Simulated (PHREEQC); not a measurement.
Synthetic water in mg/L, 40 °C, pH 5.66, pe 2.8:

```json
[
 {"constituent": "Na", "mg/L": "0.874"},
 {"constituent": "K", "mg/L": "0.462"},
 {"constituent": "Ca", "mg/L": "1.55"},
 {"constituent": "Mg", "mg/L": "0.982"},
 {"constituent": "Cl", "mg/L": "2.08"},
 {"constituent": "S(6) as SO4", "mg/L": "3.75"},
 {"constituent": "Alkalinity as HCO3", "mg/L": "4.14"},
 {"constituent": "N(-3) as NH4", "mg/L": "0.00679"},
 {"constituent": "Fe(2)", "mg/L": "0.0109"},
 {"constituent": "Li", "mg/L": "0.00998"},
 {"constituent": "Sr", "mg/L": "0.00989"},
 {"constituent": "Si as SiO2", "mg/L": "0.00718"}
]
```

Valence states are taken as typed.

Computed with PHREEQC (ion-association model, phreeqc.dat).

Precipitation was switched off in this run.

Task: What charge-balance error does the model give?

Result: charge-balance error 1.4 %.

Task: In which forms is Mg present?

Result: Mg+2 99 %, MgSO4 1.1 % of the Mg.

Complexes and solids missing from the database can't appear. At this temperature some constants are extrapolated from 25 °C, and those without enthalpy data are left unchanged.
